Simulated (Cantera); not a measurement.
**Thermodynamics of iron carbonyl, mercury and lead vapours, feed Hg + H2**

Input: 1 mol Hg, a varied amount of H2, equilibrated at 625 °C and 13.3 mbar.

These are equilibrium values from Cantera (NASA tables, ideal gas, pure condensed phases), not measurements of a reactor. Candidate condensed phases: Hg; 3 gas species. Kinetics and transport are ignored.

From 0.18 mol H2 to 9.3 mol H2 nothing is condensed. The main Hg-bearing gas is Hg throughout.

```tsv
n(H2) (mol)	x H2	x Hg
0.18	0.153	0.847
0.26	0.206	0.794
0.37	0.270	0.730
0.53	0.346	0.654
0.75	0.429	0.571
1.1	0.524	0.476
1.5	0.600	0.400
2.2	0.688	0.312
3.2	0.762	0.238
4.5	0.818	0.182
6.5	0.867	0.133
9.3	0.903	0.0971
```
x: gas mole fraction; nothing condenses.
